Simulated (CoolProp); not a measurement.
A Linde-Hampson liquefier for nitrogen: isothermal reversible compression at 300 K from 1 atm to 20 MPa, throttling to 1 atm, return gas leaving the recuperator 10 K below the feed. Each further row changes one setting.

Model: reference Helmholtz-energy equation of state, Span 2000, in CoolProp.

```json
[
 {"case": "as stated", "liquid yield per pass": "[?]", "compression work (kJ/kg of gas)": "472"},
 {"case": "high pressure 40 MPa", "liquid yield per pass": "0.070", "compression work (kJ/kg of gas)": "[?]"},
 {"case": "warm-end temperature 330 K", "liquid yield per pass": "[?]", "compression work (kJ/kg of gas)": "522"},
 {"case": "warm-end gap 15 K", "liquid yield per pass": "0.039", "compression work (kJ/kg of gas)": "472"}
]
```

Q: Complete the blanks.

A: 
- as stated, liquid yield per pass: 0.051
- high pressure 40 MPa, compression work (kJ/kg of gas): 542
- warm-end temperature 330 K, liquid yield per pass: 0.032
